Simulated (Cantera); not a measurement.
A closed system holds: 1 mol Pb, 4.9 mol H₂, 0.23 mol CO.

Cantera equilibrium calculation (NASA polynomials, part measured and part estimated; ideal gas, pure solids and liquids). Candidate condensed phases: C, C₆H₆, C₇H₈, C₈H₁₈, H₂O, Pb, PbO, PbO₂, Pb₃O₄; 113 gas species. The numbers say what is thermodynamically allowed, not how fast it happens.

Stable condensed phases, one row left out:

```
T in °C \ P in Pa
              10      68     460    3200   22000  150000 1000000
    950        A       A       A       B       B       B       B
    900        A       A       B       B       B       B       B
    800        A       B       B       B       B       B       B
    750        A       B       B       B       B       B       B
    700        B       B       B       B       B       B       B
    650        B       B       B       B       B       B       B
    600        B       B       B       B       B       B       B
    550        B       B       B       B       B       B       B
```

A: gas only; B: Pb.

Task: Give the row for 850 °C.

Result: 10: gas only; 68: gas only; 460: Pb; 3200: Pb; 22000: Pb; 150000: Pb; 1000000: Pb.
